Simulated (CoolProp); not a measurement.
Vapour-liquid equilibrium of n-butane (1) + cyclohexane (2) at 286.8 K; x and y are mole fractions of (1).

Model: multi-fluid Helmholtz-energy mixture model, Bücker 2006 and Zhou 2014; pair parameters Bell 2016, in CoolProp.

```json
[
 {"x": "0.05", "bubble pressure (bar)": "(withheld)", "y at the bubble point": "0.460", "dew pressure at overall composition x (bar)": "0.07992", "liquid density (mol/L)": "9.375"},
 {"x": "0.2", "bubble pressure (bar)": "0.3510", "y at the bubble point": "0.827", "dew pressure at overall composition x (bar)": "0.09380", "liquid density (mol/L)": "9.527"},
 {"x": "0.35", "bubble pressure (bar)": "(withheld)", "y at the bubble point": "0.920", "dew pressure at overall composition x (bar)": "0.1135", "liquid density (mol/L)": "(withheld)"},
 {"x": "0.5", "bubble pressure (bar)": "0.8703", "y at the bubble point": "(withheld)", "dew pressure at overall composition x (bar)": "0.1439", "liquid density (mol/L)": "9.796"},
 {"x": "0.65", "bubble pressure (bar)": "1.123", "y at the bubble point": "0.976", "dew pressure at overall composition x (bar)": "0.1969", "liquid density (mol/L)": "9.908"},
 {"x": "0.8", "bubble pressure (bar)": "1.362", "y at the bubble point": "0.988", "dew pressure at overall composition x (bar)": "(withheld)", "liquid density (mol/L)": "9.999"},
 {"x": "0.95", "bubble pressure (bar)": "(withheld)", "y at the bubble point": "0.997", "dew pressure at overall composition x (bar)": "0.8029", "liquid density (mol/L)": "10.06"}
]
```

**Question.** Fill in the missing entries.

**Answer.** 
- 0.05, bubble pressure (bar): 0.1342
- 0.35, bubble pressure (bar): 0.6067
- 0.35, liquid density (mol/L): 9.668
- 0.5, y at the bubble point: 0.957
- 0.8, dew pressure at overall composition x (bar): 0.3133
- 0.95, bubble pressure (bar): 1.600

No azeotrope shows between x = 0.05 and 0.95.

The pair parameters rest on a limited set of measurements; away from them the model extrapolates.
